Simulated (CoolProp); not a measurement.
A single-stage vapour-compression cycle with R124: evaporating at 313.15 K (dew point), condensing at 362.15 K (bubble point), superheat 2 K, subcooling 8 K, compressor efficiency 0.8, no pressure losses. Each further row changes one setting.

The numbers come from the reference Helmholtz-energy equation of state, de Vries 1995 in CoolProp.

| case | cooling COP | pressure ratio | discharge temperature (K) | refrigerating effect (kJ/kg) | volumetric capacity (kJ/m³) |
|---|---|---|---|---|---|
| as stated | 3.82 | 3.21 | 365.3 | 88.1 | 3180 |
| evaporating temperature 318.15 K | 4.46 | 2.80 | 365.2 | 90.7 | 3750 |
| condensing temperature 357.15 K | 4.48 | 2.89 | 360.1 | 94.7 | 3410 |
| subcooling 13 K | 4.11 | 3.21 | 365.3 | 94.8 | 3420 |
| superheat 12 K | 3.93 | 3.21 | 374.0 | 96.7 | 3310 |
| compressor efficiency 0.7 | 3.34 | 3.21 | 368.0 | 88.1 | 3180 |
